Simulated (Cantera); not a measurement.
A closed system holds: 1 mol Si, 1.9 mol HCl, 12 mol H₂, held at 2180 Torr.

Equilibrium computed with Cantera from the NASA thermochemical tables; the gas is ideal and each condensed phase is pure. Candidate condensed phases: Si; 19 gas species. The numbers say what is thermodynamically allowed, not how fast it happens.

Over these rows the condensed part is Si(s). Partial pressures as log10 of bar:

```json
[
 {"T (K)": "675", "1000/T (1/K)": "1.4815", "log p SiCl₂": "-7.76", "log p H₂": "0.44", "log p SiHCl₃": "-1.18", "log p SiCl₄": "-1.30"},
 {"T (K)": "725", "1000/T (1/K)": "1.3793", "log p SiCl₂": "-6.90", "log p H₂": "0.44", "log p SiHCl₃": "-1.18", "log p SiCl₄": "-1.29"},
 {"T (K)": "775", "1000/T (1/K)": "1.2903", "log p SiCl₂": "?", "log p H₂": "0.44", "log p SiHCl₃": "-1.19", "log p SiCl₄": "-1.29"},
 {"T (K)": "825", "1000/T (1/K)": "1.2121", "log p SiCl₂": "-5.50", "log p H₂": "0.44", "log p SiHCl₃": "-1.20", "log p SiCl₄": "-1.29"},
 {"T (K)": "875", "1000/T (1/K)": "1.1429", "log p SiCl₂": "-4.93", "log p H₂": "0.44", "log p SiHCl₃": "-1.21", "log p SiCl₄": "-1.29"},
 {"T (K)": "925", "1000/T (1/K)": "1.0811", "log p SiCl₂": "-4.42", "log p H₂": "0.44", "log p SiHCl₃": "-1.22", "log p SiCl₄": "-1.29"}
]
```

Problem. Fit log p(SiCl₂) = a + b·(1000/T) to the five rows, give the apparent enthalpy, and predict the row at 775 K.

Solution. Means: 1000/T = 1.2594, log p = -5.902. Sxy = -0.928815, Sxx = 0.1113048, so b = -8.34 and a = -5.902 − (-8.34)×1.2594 = 4.60.
Apparent enthalpy: −19.145 × (-8.34) = 160 kJ/mol. With the condensed phases at unit activity, 1/2 Si(s) + 1/2 SiCl₄(g) = SiCl₂(g) links this pressure to the main gases: over the six rows their terms move log p by +0.01 in all, so the slope is close to that reaction's ΔH°. The five rows lie within 0.01 of the line.
Prediction at 775 K: 4.60 + (-8.34)×1.2903 = -6.16. The computed value is -6.16, 0.00 from the line.
